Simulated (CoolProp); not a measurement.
Saturation properties of carbon dioxide.

Values from CoolProp's reference Helmholtz-energy equation of state, Span 1996.

```
T (°C)  p (kPa)  liquid cp (kJ/(kg K))  vapour Z  surface tension (mN/m)
------  -------  ---------------------  --------  ----------------------
-33.05     1287                  2.052       ___                    11.1
-27.95     1529                  2.089    0.8299                    10.0
-22.75     1808                  2.136    0.8086                    8.94
-17.55     2123                  2.194    0.7855                    7.87
-12.45      ___                  2.266    0.7609                    6.85
-7.25      2862                  2.360    0.7338                    5.84
-2.15      3291                  2.480    0.7047                    4.88
3.05       3775                  2.647    0.6721                    3.94
8.25        ___                  2.889    0.6359                     ___
13.35       ___                    ___    0.5957                    2.21
```

Q: Complete the blanks.

A: 
- -33.05, vapour Z: 0.8492
- -12.45, p (kPa): 2469
- 8.25, p (kPa): 4310
- 8.25, surface tension (mN/m): 3.04
- 13.35, p (kPa): 4888
- 13.35, liquid cp (kJ/(kg K)): 3.264

Surface tension comes from a separate correlation (Mulero 2012).
